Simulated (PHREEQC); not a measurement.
Leach liquor

Consider water at 25 °C with 0.014 mol/kgw HCl, 0.0003 mol/kgw Al2(SO4)3 and 0.0064 mol/kgw MgSO4. Closed to the air; pH follows from the charge balance.

Computed with PHREEQC (ion-association model, phreeqc.dat).

Each row changes one thing in this solution. Precipitation was switched off in this run.

```
case                                            pH  ionic strength (mol/kgw)  SO4-2 (mol/kgw)  HSO4- (mol/kgw)
--------------------------------------------  ----  ------------------------  ---------------  ---------------
as made                                       1.99                    0.0326          0.00352          0.00216
Al2(SO4)3 left out                            1.98                    0.0310          0.00324          0.00203
diluted 10-fold with water                    2.90                   0.00393         0.000593          5.95e-5
0.00035 mol/kgw HF added                      1.98                    0.0329          0.00362          0.00226
MgSO4 replaced by CdSO4 at the same molality  1.99                    0.0289          0.00358          0.00224
0.0053 mol/kgw CdCl2 added                    1.99                    0.0425          0.00336          0.00197
HCl from 0.014 to 0.0028 mol/kgw              2.71                    0.0222          0.00456         0.000574
```

Species that the database lacks are ignored. Fluoro complexes past AlF4- and FeF3 are missing from the database.
